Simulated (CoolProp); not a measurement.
Saturation properties of fluorine.

Computed with CoolProp (reference Helmholtz-energy equation of state, de Reuck 1990).

```
T (K)  p (MPa)  vapour density (kg/m³)  liquid cp (kJ/(kg K))
-----  -------  ----------------------  ---------------------
75.3   0.02831                   1.743                  1.487
81.3   0.06462                   3.727                  1.500
87.4    0.1318                   7.190                  1.519
93.4    0.2408                   12.57                  1.546
99.4    0.4071                   20.53                  1.581
105.5   0.6510                   32.05                  1.630
111.5   0.9809                   47.73                  1.698
117.6    1.425                   69.52                  1.801
123.6    1.988                   98.94                  1.967
129.6    2.695                   140.4                  2.275
135.7    3.586                   204.2                  3.029
```

It boils at 85.0 K under 1 atm.
